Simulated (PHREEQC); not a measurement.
A column of 1 m (40 cells, dispersivity 0.05 m, 720 s a shift, diffusion coefficient 3e-10 m²/s) holds 0.032 eq of the database's cation exchanger X per kg of pore water, first in equilibrium with 63 mmol/kgw MgSO4, 35 mmol/kgw MgCl2 and 0.01 mmol/kgw HCl. It is flushed with 2 mmol/kgw CuCl2, 7.1 mmol/kgw Na2SO4 and 0.01 mmol/kgw HCl, at 15 °C. Values are for the last cell. No CO2 enters from the air. Precipitation was switched off in this run.

Computed with PHREEQC (ion-association model, phreeqc.dat).

```tsv
pore volumes	Na in solution (mol/kgw)	Cu in solution (mol/kgw)	Mg in solution (mol/kgw)	Cl in solution (mol/kgw)	S in solution (mol/kgw)	CuX2 on the exchanger (mol/kgw)	MgX2 on the exchanger (mol/kgw)
0	0	0	0.0980	0.0700	0.0630	0	0.0160
0.4125	1.75e-5	5.72e-7	0.0978	0.0698	0.0629	1.01e-7	0.0160
0.6125	0.000653	2.62e-5	[?]	0.0651	0.0588	4.97e-6	0.0160
0.8125	0.00290	0.000102	0.0695	0.0500	0.0461	2.52e-5	0.0159
1.212	0.00783	0.000134	[?]	0.0185	0.0193	9.16e-5	0.0154
1.613	0.0100	7.15e-5	0.00795	0.00692	0.00957	0.000145	0.0148
1.812	0.0107	5.52e-5	0.00529	0.00521	0.00812	0.000165	0.0145
2.013	0.0115	4.70e-5	0.00396	0.00449	0.00750	0.000183	0.0142
2.413	0.0127	4.22e-5	0.00282	0.00408	0.00716	0.000222	0.0136
2.812	0.0134	[?]	0.00236	0.00402	0.00711	0.000275	0.0133
3.013	0.0137	4.83e-5	0.00222	0.00401	0.00710	0.000311	0.0131
3.212	0.0138	5.34e-5	0.00213	0.00401	0.00710	0.000356	[?]
3.612	0.0140	6.96e-5	0.00201	0.00401	0.00710	0.000483	0.0128
4.013	0.0142	9.69e-5	0.00193	0.00401	0.00710	0.000687	0.0125
4.213	0.0142	0.000116	0.00189	0.00401	0.00710	0.000826	0.0124
4.412	0.0142	0.000139	0.00186	0.00401	0.00710	0.000995	0.0122
4.812	0.0142	0.000201	0.00179	0.00401	0.00710	0.00143	0.0118
5.213	0.0142	0.000282	0.00170	0.00401	0.00710	0.00202	0.0112
5.412	0.0142	0.000331	0.00166	0.00401	0.00710	0.00236	0.0108
5.612	0.0142	[?]	[?]	0.00401	0.00710	0.00274	0.0105
6.013	0.0142	0.000504	0.00148	0.00401	0.00710	0.00357	0.00965
```

Question: What belongs in the gaps?

Answer: 
- 0.6125, Mg in solution (mol/kgw): 0.0910
- 1.212, Mg in solution (mol/kgw): 0.0245
- 2.812, Cu in solution (mol/kgw): 4.48e-5
- 3.212, MgX2 on the exchanger (mol/kgw): 0.0130
- 5.612, Cu in solution (mol/kgw): 0.000385
- 5.612, Mg in solution (mol/kgw): 0.00160

Complexes and solids missing from the database can't appear.
